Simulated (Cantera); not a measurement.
An adiabatic, constant-volume homogeneous reactor starts with 3.84 % CH₄, 20.2 % O₂, 76.0 % N₂, at 1575 K and 825 Torr.

Computed with Cantera and GRI-Mech 3.0 (53 species, 325 reactions).

Problem. Predict: time of steepest temperature rise; temperature at 0.700 s; equilibrium temperature; x(O₂) at 0.700 s; x(H) at 0.700 s; x(NO) at 0.700 s.

Solution. time of steepest temperature rise: 0.422 ms
temperature at 0.700 s: 2459 K
equilibrium temperature: 2459 K
x(O₂) at 0.700 s: 0.115 (gas-phase equilibrium 0.115)
x(H) at 0.700 s: 0.000448 (gas-phase equilibrium 0.000448)
x(NO) at 0.700 s: 0.0154 (gas-phase equilibrium 0.0154)
